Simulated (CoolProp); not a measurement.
Vapour-liquid equilibrium of CH2F2 (R32) (1) + R227EA (2) at 243.7 K; x and y are mole fractions of (1).

Model: multi-fluid Helmholtz-energy mixture model, Tillner-Roth 1997 and Lemmon 2016; pair parameters Bell 2016, in CoolProp.

```tsv
x	bubble pressure, mixture model (bar)	bubble pressure, Raoult's law (bar)	y, mixture model	y, Raoult's law
0.05	0.7008	0.6665	0.242	0.210
0.15	1.001	0.8908	0.517	0.471
0.25	1.291	1.115	0.663	0.627
0.35	1.557	1.339	0.750	0.731
0.45	1.792	1.564	0.809	0.805
0.55	1.999	1.788	0.851	0.860
0.65	2.186	2.012	0.886	0.904
0.75	2.360	2.236	0.917	0.938
0.85	2.531	2.461	0.947	0.966
0.95	2.706	2.685	0.981	0.990
```

The largest gap from Raoult's law is +16.3 % in bubble pressure, at x = 0.35. No azeotrope shows between x = 0.05 and 0.95.

The pair parameters rest on a limited set of measurements; away from them the model extrapolates.
